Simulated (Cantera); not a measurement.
TiN + Cl2 + H2 (nitride etching)

Input: 1 mol TiN, 22 mol Cl2, 0.67 mol H2, at 13.3 mbar.

These are equilibrium values from Cantera (NASA tables, ideal gas, pure condensed phases), not measurements of a reactor. Candidate condensed phases: NH4Cl, Ti, TiCl2, TiCl3, TiCl4, TiN; 17 gas species. The numbers say what is thermodynamically allowed, not how fast it happens.

```tsv
T (K)	x Cl2	x Cl	x HCl	x TiCl4	x N2	x TiCl3
773	0.872	3.95e-5	0.0604	0.0451	0.0226	1.83e-12
923	0.871	0.000903	0.0604	0.0451	0.0225	5.01e-10
1073	0.864	0.00866	0.0602	0.0449	0.0225	2.84e-8
1223	0.828	0.0471	0.0590	0.0440	0.0220	5.95e-7
1373	0.714	0.168	0.0554	0.0413	0.0207	6.43e-6
1523	0.487	0.411	0.0480	0.0358	0.0179	4.52e-5
1673	0.228	0.688	0.0396	0.0293	0.0148	0.000256
1823	0.0777	0.849	0.0348	0.0246	0.0130	0.00135
```
x: gas mole fraction; nothing condenses.

From 773 K to 1823 K nothing is condensed. The main Ti-bearing gas is TiCl4 throughout.
